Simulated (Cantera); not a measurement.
Cantera run:

```python
import numpy as np
import cantera as ct

gas_names = """
    H HO2 H2 H2O H2O2 O OH O2 O3 Ta TaO TaO2
""".split()
cond_names = """
    H2O(s) H2O(L) Ta(cr) Ta(L) Ta2O5(s) Ta2O5(L)
""".split()


# ... load() reads the species with a 1 bar reference pressure and builds the phases ...
atoms = {
    'Ta': {'Ta': 1},
    'O2': {'O': 2},
    'H2': {'H': 2},
}
top_T = {}  # K; cautious upper limits of use, not melting points


# ... equilibrate(T, P, feed) seeds the gas with the atoms and calls Mixture.equilibrate('TP', solver="vcs", rtol=1e-11, max_steps=5000) ...
results = []
feed = {'Ta': 1, 'O2': 0.52, 'H2': 41}  # mol
T = 1950  # K
P = 1000  # Pa
mix = equilibrate(T, P, feed)
results.append((T, P, feed, dict(zip(mix.species_names, mix.species_moles))))
print(gas.report(threshold=1e-05))
for i in range(1, mix.n_phases):
    print(f"{mix.phase(i).name:16s} {mix.phase_moles(i):12.5e} mol")
```

Result:

```
       temperature   1950 K
          pressure   1000 Pa
           density   0.00012572 kg/m^3
  mean mol. weight   2.0383 kg/kmol
   phase of matter   gas

                          1 kg             1 kmol
                     ---------------   ---------------
          enthalpy        2.6121e+07        5.3243e+07  J
   internal energy        1.8167e+07         3.703e+07  J
           entropy        1.1099e+05        2.2624e+05  J/K
    Gibbs function       -1.9031e+08       -3.8792e+08  J
 heat capacity c_p             16632             33901  J/K
 heat capacity c_v             12553             25587  J/K

                      mass frac. Y      mole frac. X     chem. pot. / RT
                     ---------------   ---------------   ---------------
                 H         0.0056322          0.011389           -12.009
                H2            0.9763           0.98711           -24.018
               H2O          0.012761         0.0014439           -53.421
              TaO2         0.0044982        4.3057e-05           -67.127
     [   +8 minor]        0.00081269        9.8052e-06

Ta(cr)            6.07282e-01 mol
Ta2O5(s)          1.95300e-01 mol
```

Cantera equilibrium calculation (NASA polynomials, part measured and part estimated; ideal gas, pure solids and liquids). Mutual solubility and eutectic melting of coexisting phases are not modelled. Condensed phases not in the tables: N, O or C dissolved in the metal.
